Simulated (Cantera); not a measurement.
A Cantera script and its output.

```python
import numpy as np
import cantera as ct

gas = ct.Solution("gri30.yaml")
gas.TPX = 1300, 101325, {'N2O': 1}
inlet = ct.Reservoir(gas, clone=True)

reactor = ct.IdealGasConstPressureReactor(gas, energy="off", clone=False)
exhaust = ct.Reservoir(gas, clone=True)
tau = [0.55, 0.33, 0.2, 0.12, 0.071, 0.043, 0.026, 0.015, 0.0092, 0.0055, 0.0033][0]
for a, b in ((inlet, reactor), (reactor, exhaust)):
    ct.MassFlowController(a, b, mdot=lambda t: reactor.mass / tau)
net = ct.ReactorNet([reactor])
show = ['N2O', 'NO2', 'NO', 'O', 'O2', 'N2']

rows = []
print(f"{'tau/s':>10s}{'T/K':>9s}" + "".join(f"{s:>11s}" for s in show))
for tau in [0.55, 0.33, 0.2, 0.12, 0.071, 0.043, 0.026, 0.015, 0.0092, 0.0055, 0.0033]:
    net.initial_time = 0.0
    net.advance(30 * tau)
    before = gas.X
    net.advance(40 * tau)
    drift = np.max(np.abs(gas.X - before) / (gas.X + 1e-9))
    rows.append([gas.T, *gas[show].X, drift])
    print(f"{tau:10.3e}{gas.T:9.1f}" + "".join(f"{x:11.3e}" for x in gas[show].X))
```

Result:

```
     tau/s      T/K        N2O        NO2         NO          O         O2         N2
 5.500e-01   1300.0  3.035e-01  5.024e-04  5.347e-02  4.636e-06  2.050e-01  4.375e-01
 3.300e-01   1300.0  4.086e-01  4.552e-04  4.883e-02  5.240e-06  1.723e-01  3.698e-01
 2.000e-01   1300.0  5.224e-01  3.846e-04  4.165e-02  5.768e-06  1.381e-01  2.975e-01
 1.200e-01   1300.0  6.380e-01  2.995e-04  3.288e-02  6.214e-06  1.040e-01  2.249e-01
 7.100e-02   1300.0  7.438e-01  2.137e-04  2.396e-02  6.561e-06  7.324e-02  1.588e-01
 4.300e-02   1300.0  8.250e-01  1.442e-04  1.668e-02  6.797e-06  4.988e-02  1.083e-01
 2.600e-02   1300.0  8.851e-01  9.133e-05  1.108e-02  6.957e-06  3.266e-02  7.101e-02
 1.500e-02   1300.0  9.298e-01  5.183e-05  6.824e-03  7.068e-06  1.992e-02  4.335e-02
 9.200e-03   1300.0  9.556e-01  2.952e-05  4.341e-03  7.127e-06  1.260e-02  2.743e-02
 5.500e-03   1300.0  9.729e-01  1.529e-05  2.659e-03  7.164e-06  7.686e-03  1.673e-02
 3.300e-03   1300.0  9.835e-01  7.418e-06  1.619e-03  7.182e-06  4.667e-03  1.016e-02
```

Computed with Cantera and GRI-Mech 3.0 (53 species, 325 reactions). GRI-Mech 3.0 was tuned for natural gas; its chemistry of N2O as a main component is partial and can be far from experiment. The mechanism lacks the step 2 NO + O2 → 2 NO2, which can matter for NO2 below about 1400 K. The temperature is held fixed by assumption; the heat of reaction is taken as removed at once.
